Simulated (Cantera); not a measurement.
Charge: 1 mol MgO, 13 mol F2, 1.5 mol O2, equilibrated at 7.50 Torr.

Equilibrium computed with Cantera from the NASA thermochemical tables; the gas is ideal and each condensed phase is pure. Candidate condensed phases: Mg, MgF2, MgO; 14 gas species. Kinetics and transport are ignored.

x: gas mole fraction; n: condensed amount in mol.

```csv
T (°C),x F,x F2,x O2,x MgF2,x O,x Mg2F4,n MgF2(s)
450,0.0206,0.838,0.141,<1e-12,<1e-12,<1e-12,1.00
550,0.102,0.762,0.136,<1e-12,<1e-12,<1e-12,1.00
650,0.321,0.559,0.120,3.09e-11,4.32e-11,<1e-12,1.00
750,0.635,0.268,0.0975,4.11e-9,9.72e-10,<1e-12,1.00
850,0.835,(withheld),0.0832,(withheld),(withheld),(withheld),1.000
950,0.899,0.0223,0.0786,6.15e-6,1.13e-7,1.60e-10,1.000
1050,0.916,0.00674,0.0774,0.000101,7.40e-7,6.75e-9,0.997
1150,0.920,(withheld),0.0770,(withheld),(withheld),(withheld),0.971
1250,0.914,0.000918,0.0763,0.00865,1.52e-5,2.59e-6,0.773
1350,0.888,0.000384,0.0741,0.0370,5.18e-5,1.45e-5,0
1450,0.889,0.000187,0.0740,0.0370,0.000155,5.10e-6,0
1550,0.889,9.83e-5,0.0739,0.0370,0.000410,2.02e-6,0
1650,0.888,5.52e-5,0.0735,0.0370,0.000981,8.90e-7,0
```

Problem. Some entries are withheld; supply them.

Solution. 
- 1150, x F2: 0.00235
- 1150, x MgF2: 0.00110
- 1150, x O: 3.74e-6
- 1150, x Mg2F4: 1.65e-7
- 850, x F2: 0.0822
- 850, x MgF2: 2.23e-7
- 850, x O: 1.27e-8
- 850, x Mg2F4: 1.89e-12
